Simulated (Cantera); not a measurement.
Input: 1 mol TEOS, a varied amount of O3, held at 1950 K and 1.33 mbar.

Method: chemical equilibrium by Gibbs-energy minimisation in Cantera with the NASA 1993 tables (ideal gas, pure condensed phases). Candidate condensed phases: C, C6H6, C7H8, C8H18, H2O, Si, SiC, SiO2; 123 gas species. The feed counts by its element totals alone. The numbers say what is thermodynamically allowed, not how fast it happens.

Q: Which condensed phases are stable at each of these points (n(O3) (mol)): 0.21, 0.38, 0.54, 0.7, 0.86, 1, 1.2, 1.3, 1.5, 1.7, 1.8, 2?

A: 
```tsv
n(O3) (mol)	condensed phases	Si condensed (%)
0.21	C(graphite) + SiC(s)	94.9
0.38	C(graphite) + SiC(s)	94.4
0.54	C(graphite) + SiC(s)	94.0
0.7	C(graphite) + SiC(s)	93.5
0.86	C(graphite) + SiC(s)	93.1
1	C(graphite) + SiC(s)	92.7
1.2	SiC(s)	68.1
1.3	SiC(s)	52.8
1.5	SiC(s)	22.1
1.7	gas only	0.0
1.8	gas only	0.0
2	gas only	0.0
```

From 0.21 mol O3 to 1 mol O3 the condensed part is C(graphite) + SiC(s). From 1.2 mol O3 to 1.5 mol O3 the condensed part is SiC(s). From 1.7 mol O3 to 2 mol O3 nothing is condensed.
